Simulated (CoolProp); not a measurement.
Vapour-liquid equilibrium of cyclohexane (1) + n-heptane (2) at 0.0956 MPa; x and y are mole fractions of (1).

The numbers come from the multi-fluid Helmholtz-energy mixture model, Zhou 2014 and Span 2003; pair parameters Bell 2016 in CoolProp.

```csv
x,"bubble temperature, mixture model (°C)","bubble temperature, Raoult's law (°C)","y, mixture model","y, Raoult's law"
0.05,95.3,95.3,0.081,0.081
0.15,…,93.2,0.228,0.228
0.25,90.9,91.2,0.359,0.359
0.35,89.0,89.3,0.475,0.477
0.45,…,87.5,0.579,0.582
0.55,85.4,85.7,…,0.676
0.65,83.8,84.1,0.755,0.761
0.75,82.2,82.5,0.832,0.838
0.85,80.8,81.0,0.903,0.908
0.95,79.4,79.5,0.968,0.971
```

Q: Fill in the missing entries.

A: 
- 0.15, bubble temperature, mixture model (°C): 93.0
- 0.45, bubble temperature, mixture model (°C): 87.1
- 0.55, y, mixture model: 0.671

The largest gap from Raoult's law is -0.4 K in bubble temperature, at x = 0.45. No azeotrope shows between x = 0.05 and 0.95.

The pair parameters rest on a limited set of measurements; away from them the model extrapolates.
